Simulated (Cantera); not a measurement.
**Equilibrium for roasting and sulfation: FeS + H₂S + H₂O**

Feed: 1 mol FeS, 0.069 mol H₂S, 0.061 mol H₂O, equilibrated at 1 atm.

These are equilibrium values from Cantera (NASA tables, ideal gas, pure condensed phases), not measurements of a reactor. Candidate condensed phases: Fe, FeO, Fe(OH)₂, Fe(OH)₃, FeS, FeSO₄, FeS₂, Fe₂O₃, Fe₂(SO₄)₃, Fe₃O₄, H₂O, H₂SO₄, S; 22 gas species. FeS: taken at fixed stoichiometry. Gases not in the tables: S₃ to S₇. The numbers say what is thermodynamically allowed, not how fast it happens.

| T (K) | log p H₂S | log p H₂O | log p H₂ | log p S₂ | log p SO₂ | log p S₂O | log p SH | n FeS(s) | n FeS₂(s) |
|---|---|---|---|---|---|---|---|---|---|
| 750 | -0.30 | -0.32 | -1.37 | -5.24 | -7.86 | -9.03 | -7.69 | 0.995 | 0.00543 |
| 775 | -0.30 | -0.32 | -1.48 | -4.60 | -7.03 | -8.14 | -7.26 | 0.996 | 0.00420 |
| 800 | -0.29 | -0.32 | -1.59 | -4.01 | -6.24 | -7.31 | -6.86 | 0.997 | 0.00328 |
| 825 | -0.29 | -0.32 | -1.69 | -3.44 | -5.50 | -6.53 | -6.48 | 0.997 | 0.00253 |
| 850 | -0.28 | -0.32 | -1.78 | -2.92 | -4.80 | -5.79 | -6.12 | 0.998 | 0.00179 |
| 875 | -0.28 | -0.32 | -1.87 | -2.42 | -4.15 | -5.09 | -5.79 | 0.999 | 0.000704 |
| 900 | -0.28 | -0.33 | -1.85 | -2.17 | -3.85 | -4.76 | -5.53 | 1.00 | 0 |
| 925 | -0.29 | -0.33 | -1.76 | -2.08 | -3.78 | -4.67 | -5.32 | 1.00 | 0 |
| 950 | -0.29 | -0.33 | -1.68 | -1.99 | -3.71 | -4.57 | -5.12 | 1.00 | 0 |
| 975 | -0.30 | -0.33 | -1.59 | -1.91 | -3.65 | -4.48 | -4.94 | 1.00 | 0 |
log p: log10 of the partial pressure in bar; n: condensed amount in mol.

From 750 K to 875 K the condensed part is FeS(s) + FeS₂(s). From 900 K to 975 K the condensed part is FeS(s).
